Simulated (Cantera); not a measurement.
## Pyrogenic steam for wet oxidation

An isothermal, constant-pressure homogeneous reactor starts with H₂ : O₂ : N₂ = 1.8 : 1 : 13 (molar parts), equivalence ratio 0.90, at 1148 K and 1.00 bar.

Computed with Cantera and the H2/O2 subset of GRI-Mech 3.0, which has no nitrogen chemistry. The temperature is held fixed by assumption; the heat of reaction is taken as removed at once.

```
t (s)         x H₂     x O₂       x O      x OH   x H₂O
--------  --------  -------  --------  --------  ------
0.000200    0.0190   0.0186   0.00221   0.00146  0.0902
0.000665   0.00189  0.00761  0.000121  0.000275   0.118
0.00221   0.000302  0.00684   1.15e-5   7.40e-5   0.120
0.00737    4.34e-5  0.00673   1.17e-6   2.46e-5   0.121
0.0245     4.17e-6  0.00671   1.58e-7   1.01e-5   0.121
0.0816     3.14e-7  0.00671   3.17e-8   4.65e-6   0.121
0.271      5.52e-8  0.00671   8.25e-9   2.38e-6   0.121
0.903      1.62e-8  0.00671   2.49e-9   1.30e-6   0.121
3.01       7.31e-9  0.00671  9.41e-10   8.00e-7   0.121
10.0       6.11e-9  0.00671  6.60e-10   6.70e-7   0.121
```
x: mole fraction; the columns are a selection and need not sum to one.

Equilibrium at this temperature and pressure: H₂ 6.09e-9, O₂ 0.00671, O 6.54e-10, OH 6.67e-7, H₂O 0.121 (gas phase only).
